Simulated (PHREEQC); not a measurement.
Consider water at 50 °C with 0.0071 mol/kgw KHCO3, 0.02 mol/kgw KOH and 0.022 mol/kgw LiCl. Closed to the air; pH follows from the charge balance.

The numbers come from PHREEQC with the ion-association model, phreeqc.dat.

```tsv
quantity	before	after
pH	11.28	8.07
ionic strength (mol/kgw)	0.0559	0.0292
CO3-2 (mol/kgw)	0.00681	8.83e-5
HCO3- (mol/kgw)	0.000287	0.00692
CO2 (mol/kgw)	2.33e-9	9.60e-5
```

### Question
Which change was made?
A. KHCO3 replaced by (NH4)2CO3 at the same molality
B. LiCl replaced by LiF at the same molality
C. KOH from 0.02 to 0.1 mol/kgw
D. KOH left out

### Answer
D, KOH left out

This is a speciation only: nothing precipitates in the calculation. Constants without temperature data keep their 25 °C values here.
